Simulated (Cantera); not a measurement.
Input (Python, Cantera):

```python
import numpy as np
import cantera as ct

gas = ct.Solution("gri30.yaml")
gas.TPX = 325, 100000, {'CH4': 1, 'O2': 1.67, 'N2': 6.27}
inlet = ct.Reservoir(gas, clone=True)
gas.equilibrate("HP")  # start burning
reactor = ct.IdealGasConstPressureReactor(gas, energy="on", clone=False)
exhaust = ct.Reservoir(gas, clone=True)
tau = [0.026, 0.012, 0.0058, 0.0028, 0.0013, 0.00064, 0.0003, 0.00015, 6.9e-05, 3.3e-05, 1.6e-05][0]
for a, b in ((inlet, reactor), (reactor, exhaust)):
    ct.MassFlowController(a, b, mdot=lambda t: reactor.mass / tau)
net = ct.ReactorNet([reactor])
show = ['CH4', 'O2', 'C2H', 'CH2O', 'H2', 'HO2']

rows = []
print(f"{'tau/s':>10s}{'T/K':>9s}" + "".join(f"{s:>11s}" for s in show))
for tau in [0.026, 0.012, 0.0058, 0.0028, 0.0013, 0.00064, 0.0003, 0.00015, 6.9e-05, 3.3e-05, 1.6e-05]:
    net.initial_time = 0.0
    net.advance(30 * tau)
    before = gas.X
    net.advance(40 * tau)
    drift = np.max(np.abs(gas.X - before) / (gas.X + 1e-9))
    rows.append([gas.T, *gas[show].X, drift])
    print(f"{tau:10.3e}{gas.T:9.1f}" + "".join(f"{x:11.3e}" for x in gas[show].X))
```

Output:

```
     tau/s      T/K        CH4         O2        C2H       CH2O         H2        HO2
 2.600e-02   2123.8  2.267e-05  6.184e-04  3.580e-10  2.224e-06  2.690e-02  2.178e-07
 1.200e-02   2108.7  3.342e-05  1.011e-03  7.040e-10  3.512e-06  2.722e-02  3.698e-07
 5.800e-03   2089.8  5.048e-05  1.571e-03  1.350e-09  5.441e-06  2.765e-02  5.889e-07
 2.800e-03   2065.8  8.036e-05  2.376e-03  2.687e-09  8.608e-06  2.822e-02  9.119e-07
 1.300e-03   2034.9  1.396e-04  3.571e-03  5.900e-09  1.450e-05  2.894e-02  1.418e-06
 6.400e-04   2001.6  2.489e-04  5.134e-03  1.320e-08  2.475e-05  2.965e-02  2.149e-06
 3.000e-04   1959.5  5.103e-04  7.764e-03  3.462e-08  4.779e-05  3.039e-02  3.614e-06
 1.500e-04   1904.1  1.193e-03  1.273e-02  9.411e-08  1.023e-04  3.120e-02  7.437e-06
 6.900e-05    325.0  1.119e-01  1.868e-01 -7.791e-48 -6.231e-18 -2.128e-16 -3.117e-19
 3.300e-05    325.0  1.119e-01  1.868e-01  9.381e-55 -3.554e-21 -1.214e-19 -1.778e-22
 1.600e-05    325.0  1.119e-01  1.868e-01  8.280e-58 -2.245e-22 -7.666e-21 -1.123e-23
```

Computed with Cantera and GRI-Mech 3.0 (53 species, 325 reactions).
